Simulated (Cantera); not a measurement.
Charge: 1 mol Si, 3.7 mol HF, 1 mol H2, 6.3 mol NF3, equilibrated at 1600 Pa.

Equilibrium computed with Cantera from the NASA thermochemical tables; the gas is ideal and each condensed phase is pure. Candidate condensed phases: Si, Si3N4; 37 gas species. The numbers say what is thermodynamically allowed, not how fast it happens. All values below are at 927 °C.

Base state: F 0.542, HF 0.255, N2 0.141, SiF4 0.0447, F2 0.0177 (mole fractions); condensed: gas only.

**Question.** What changes in the equilibrium state with this change: pressure from 1600 Pa to 22000 Pa?

**Answer.** 
```json
[
 {"species": "F", "before": "0.542", "after": "0.388"},
 {"species": "HF", "before": "0.255", "after": "0.282"},
 {"species": "N2", "before": "0.141", "after": "0.156"},
 {"species": "F2", "before": "0.0177", "after": "0.125"},
 {"species": "SiF4", "before": "0.0447", "after": "0.0495"},
 {"species": "NF3", "before": "4.42e-7", "after": "0.000120"}
]
```
